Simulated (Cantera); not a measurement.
Charge: 1 mol Si, 0.71 mol HCl, 8.5 mol H₂, equilibrated at 1348 K.

Cantera equilibrium calculation (NASA polynomials, part measured and part estimated; ideal gas, pure solids and liquids). Candidate condensed phases: Si; 19 gas species. The tables' values for SiCl₃ are old estimates; treat these amounts as uncertain. Rates play no part.

**Question.** At 12.0 bar, list the 4 most abundant gas species with their mole fractions, and the condensed phases.

**Answer.** H₂ 0.957, HCl 0.0248, SiHCl₃ 0.00844, SiCl₄ 0.00385. Condensed: Si(s).
